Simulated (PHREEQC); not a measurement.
A solution holds 1.3 mmol/kgw FeCl3, 1.4 mmol/kgw CuCl2, 0.14 mmol/kgw HCl and 0.061 mmol/kgw KCl, at 20 °C. Closed to the air; pH follows from the charge balance.

All values are PHREEQC results (ion-association model, wateq4f.dat), not measurements.

```
Property                   Value
----------------  --------------
pH                          2.94
ionic strength    0.0102 mol/kgw
total alkalinity    -2.74 meq/kg
```

```tsv
species	molality	activity	log γ
Cl-	0.00686	0.00617	-0.046
Cu+2	0.00139	0.000937	-0.170
H+	0.00127	0.00116	-0.039
FeOH+2	0.000759	0.000507	-0.175
Fe+3	0.000277	0.000123	-0.354
Fe(OH)2+	0.000132	0.000119	-0.043
K+	6.10e-5	5.49e-5	-0.046
Fe2(OH)2+4	4.44e-5	8.53e-6	-0.717
FeCl+2	2.92e-5	1.95e-5	-0.175
CuCl+	1.35e-5	1.21e-5	-0.045
Fe3(OH)4+5	4.48e-6	3.40e-7	-1.120
FeCl2+	7.00e-7	6.31e-7	-0.045
```

No solid was allowed to form. Examples of supersaturated solids here: Hematite (slow to form), Goethite (slow to form). Others may be too. Complexes and solids missing from the database can't appear.
